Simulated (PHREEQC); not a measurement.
Make-up at 25 °C: 0.012 mol NaOH, 5.6e-06 mol CO2 and 0.0042 mol K2CO3 per kg of water. Closed to the air; pH follows from the charge balance.

Computed with PHREEQC (Pitzer model, pitzer.dat).

```
quantity                    before     after
------------------------  --------  --------
pH                           12.01     10.84
ionic strength (mol/kgw)    0.0245    0.0118
HCO3- (mol/kgw)            5.31e-5  0.000787
CO2 (mol/kgw)             1.03e-10   2.24e-8
SI of Kalicinite (KHCO3)     -6.86     -5.68
```

Problem. Name the change that produced these shifts.
A) diluted 100-fold with water
B) NaOH left out
C) NaOH from 0.012 to 0.0132 mol/kgw
D) CO2 from 5.6e-06 to 1.12e-05 mol/kgw

Solution. B, NaOH left out

Precipitation was switched off in this run.
